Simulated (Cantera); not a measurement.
Cantera run:

```python
import numpy as np
import cantera as ct

gas_names = """
    CL CL2 Si SiCL SiCL2 SiCL3 SiCL4 Si2 Si3
""".split()
cond_names = """
    Si(cr) Si(L)
""".split()


# ... load() reads the species with a 1 bar reference pressure and builds the phases ...
atoms = {
    'Si': {'Si': 1},
    'Cl2': {'CL': 2},
}
top_T = {}  # K; cautious upper limits of use, not melting points


# ... equilibrate(T, P, feed) seeds the gas with the atoms and calls Mixture.equilibrate('TP', solver="vcs", rtol=1e-11, max_steps=5000) ...
results = []
T = 950  # K
P = 81  # Pa
for m in [0.96, 1.3, 1.7, 2.2, 2.8, 3.7, 4.9, 6.4, 8.4]:
    feed = {'Si': 1, 'Cl2': m}  # mol
    mix = equilibrate(T, P, feed)
    results.append((T, P, feed, dict(zip(mix.species_names, mix.species_moles))))
    x = sorted(zip(gas.X, gas.species_names), reverse=True)
    print(f"T = {T:g} K  P = {P:g} Pa  n(Cl2) = {m:g} mol  gas = {mix.phase_moles(0):.4g} mol")
    print("   x: " + "  ".join(f"{s} {v:.3e}" for v, s in x if v > 0.0001))
    print("   condensed (mol): " + ("  ".join(f"{mix.phase(i).name} {mix.phase_moles(i):.4g}"
          for i in range(1, mix.n_phases) if mix.phase_moles(i) > 1e-12) or "none"))
```

Output:

```
T = 950 K  P = 81 Pa  n(Cl2) = 0.96 mol  gas = 0.4845 mol
   x: SiCL4 9.729e-01  SiCL3 1.710e-02  SiCL2 1.003e-02
   condensed (mol): Si(cr) 0.5155
T = 950 K  P = 81 Pa  n(Cl2) = 1.3 mol  gas = 0.6561 mol
   x: SiCL4 9.729e-01  SiCL3 1.710e-02  SiCL2 1.003e-02
   condensed (mol): Si(cr) 0.3439
T = 950 K  P = 81 Pa  n(Cl2) = 1.7 mol  gas = 0.858 mol
   x: SiCL4 9.729e-01  SiCL3 1.710e-02  SiCL2 1.003e-02
   condensed (mol): Si(cr) 0.142
T = 950 K  P = 81 Pa  n(Cl2) = 2.2 mol  gas = 1.202 mol
   x: SiCL4 8.323e-01  CL2 1.652e-01  CL 2.527e-03
   condensed (mol): none
T = 950 K  P = 81 Pa  n(Cl2) = 2.8 mol  gas = 1.804 mol
   x: SiCL4 5.544e-01  CL2 4.415e-01  CL 4.130e-03
   condensed (mol): none
T = 950 K  P = 81 Pa  n(Cl2) = 3.7 mol  gas = 2.707 mol
   x: CL2 6.256e-01  SiCL4 3.695e-01  CL 4.917e-03
   condensed (mol): none
T = 950 K  P = 81 Pa  n(Cl2) = 4.9 mol  gas = 3.91 mol
   x: CL2 7.389e-01  SiCL4 2.557e-01  CL 5.344e-03
   condensed (mol): none
T = 950 K  P = 81 Pa  n(Cl2) = 6.4 mol  gas = 5.415 mol
   x: CL2 8.097e-01  SiCL4 1.847e-01  CL 5.594e-03
   condensed (mol): none
T = 950 K  P = 81 Pa  n(Cl2) = 8.4 mol  gas = 7.421 mol
   x: CL2 8.595e-01  SiCL4 1.347e-01  CL 5.763e-03
   condensed (mol): none
```

Cantera equilibrium calculation (NASA polynomials, part measured and part estimated; ideal gas, pure solids and liquids). The tables' values for SiCl3 are old estimates; treat these amounts as uncertain.
